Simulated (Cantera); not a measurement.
**BF3 + O2 + HF (boron, boron nitride and boron oxide)**

Feed: 1 mol BF3, 0.69 mol O2, 0.026 mol HF, at 9.00 mbar.

Cantera equilibrium calculation (NASA polynomials, part measured and part estimated; ideal gas, pure solids and liquids). Candidate condensed phases: B, B2O3, B3O3H3, H2O; 43 gas species. The tables' values for BF2 are old estimates; treat these amounts as uncertain. Rates play no part.

| T (K) | log p BF3 | log p O2 | log p F | log p BOF | log p O | log p HF | log p BOF2 | log p BF2 |
|---|---|---|---|---|---|---|---|---|
| 1375 | -2.28 | -2.44 | -6.42 | -6.75 | -7.42 | -3.87 | -7.54 | -11.44 |
| 1450 | -2.28 | -2.44 | -5.96 | -6.29 | -6.92 | -3.87 | -7.24 | -10.67 |
| 1525 | -2.28 | -2.44 | -5.55 | -5.87 | -6.47 | -3.87 | -6.97 | -9.97 |
| 1600 | -2.28 | -2.44 | -5.17 | -5.49 | -6.06 | -3.87 | -6.73 | -9.33 |
| 1675 | -2.28 | -2.44 | -4.83 | -5.14 | -5.69 | -3.87 | -6.50 | -8.76 |
| 1750 | -2.28 | -2.44 | -4.52 | -4.83 | -5.35 | -3.87 | -6.30 | -8.23 |
| 1825 | -2.29 | -2.45 | -4.23 | -4.54 | -5.04 | -3.87 | -6.12 | -7.75 |
| 1900 | -2.29 | -2.45 | -3.97 | -4.28 | -4.75 | -3.87 | -5.95 | -7.31 |
| 1975 | -2.30 | -2.46 | -3.73 | -4.04 | -4.49 | -3.87 | -5.80 | -6.90 |
| 2050 | -2.31 | -2.47 | -3.51 | -3.81 | -4.25 | -3.88 | -5.66 | -6.53 |
| 2125 | -2.32 | -2.48 | -3.31 | -3.61 | -4.02 | -3.89 | -5.54 | -6.19 |
| 2200 | -2.35 | -2.51 | -3.12 | -3.43 | -3.82 | -3.90 | -5.44 | -5.87 |
log p: log10 of the partial pressure in bar; nothing condenses.

From 1375 K to 2200 K nothing is condensed. The main B-bearing gas is BF3 throughout.
